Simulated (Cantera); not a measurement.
Input (Python, Cantera) and output of one run.

```python
import numpy as np
import cantera as ct

gas_names = """
    CL CL2 H HCL H2 N NH NH2 NH3 N2 N2H2 N2H4 Si SiCL SiCL2 SiCL3 SiCL4 SiH SiHCL3 SiH2 SiH2CL2 SiH3
    SiH3CL SiH4 SiN Si2 Si2N Si3
""".split()
cond_names = """
    NH4CL(a) NH4CL(b) Si(cr) Si(L) Si3N4(a)
""".split()


# ... load() reads the species with a 1 bar reference pressure and builds the phases ...
atoms = {
    'SiHCl3': {'Si': 1, 'H': 1, 'CL': 3},
    'NH3': {'N': 1, 'H': 3},
    'N2': {'N': 2},
}
top_T = {'Si3N4(a)': 2400}  # K; cautious upper limits of use, not melting points


# ... equilibrate(T, P, feed) seeds the gas with the atoms and calls Mixture.equilibrate('TP', solver="vcs", rtol=1e-11, max_steps=5000) ...
results = []
T = 700  # K
P = 2400  # Pa
for m in [10, 21, 33, 44, 55, 66, 77, 88, 100]:
    feed = {'SiHCl3': 1, 'NH3': 0.66, 'N2': m}  # mol
    mix = equilibrate(T, P, feed)
    results.append((T, P, feed, dict(zip(mix.species_names, mix.species_moles))))

top = {s: max(r[3][s] / sum(r[3][g] for g in gas_names) for r in results) for s in gas_names}
cols = sorted((s for s in top if top[s] > 1e-06), key=lambda s: -top[s])[:5]
seen = [c for c in cond_names if any(r[3].get(c, 0) > 1e-12 for r in results)]
print("log10 of partial pressures in bar; condensed amounts in mol")
print(f"{'n(N2)':>10s}" + "".join(f"{s[:9]:>10s}" for s in cols + seen))
for T, P, feed, n in results:
    ng = sum(n[g] for g in gas_names)
    print(f"{feed['N2']:10.4g}" + "".join(f"{np.log10(max(n[s] / ng * P / 1e5, 1e-99)):10.3f}" for s in cols)
          + "".join(f"{n.get(c, 0):10.4g}" for c in seen))
```

It prints:

```
log10 of partial pressures in bar; condensed amounts in mol
     n(N2)        N2       HCL        H2     SiCL4    SiHCL3  Si3N4(a)
        10    -1.721    -2.554    -2.836    -3.131    -7.102    0.2047
        21    -1.671    -2.785    -3.155    -3.450    -7.509    0.2173
        33    -1.654    -2.940    -3.365    -3.659    -7.774    0.2251
        44    -1.646    -3.042    -3.503    -3.797    -7.948    0.2301
        55    -1.641    -3.123    -3.612    -3.906    -8.084     0.234
        66    -1.637    -3.190    -3.702    -3.996    -8.197    0.2371
        77    -1.635    -3.247    -3.779    -4.072    -8.294    0.2398
        88    -1.633    -3.297    -3.846    -4.139    -8.378     0.242
       100    -1.631    -3.345    -3.911    -4.204    -8.459    0.2442
```

These are equilibrium values from Cantera (NASA tables, ideal gas, pure condensed phases), not measurements of a reactor.
